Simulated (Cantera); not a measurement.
Input: 1 mol B₂O₃, 5.1 mol NH₃, at 1473 K and 75.0 Pa.

Equilibrium computed with Cantera from the NASA thermochemical tables; the gas is ideal and each condensed phase is pure. Candidate condensed phases: B, BN, B₂O₃, B₃O₃H₃, H₂O; 39 gas species. Kinetics and transport are ignored.

**Question.** What is the equilibrium state?

**Answer.** 
```json
{
 "x(H₂)": "0.714",
 "x(N₂)": "0.242",
 "x(B₂O₃)": "0.0165",
 "x(HBO₂)": "0.0138",
 "x(HBO)": "0.0115",
 "x(B₂O₂)": "0.00148",
 "x(H₂O)": "0.000395",
 "x(H)": "0.000390",
 "x(BO)": "0.000170",
 "n(B₂O₃(l))": "0.677 mol",
 "gas_amount": "10.53 mol",
 "log10 activity of B(s) (absent)": "-2.56",
 "log10 activity of B₃O₃H₃(s) (absent)": "-13.59"
}
```
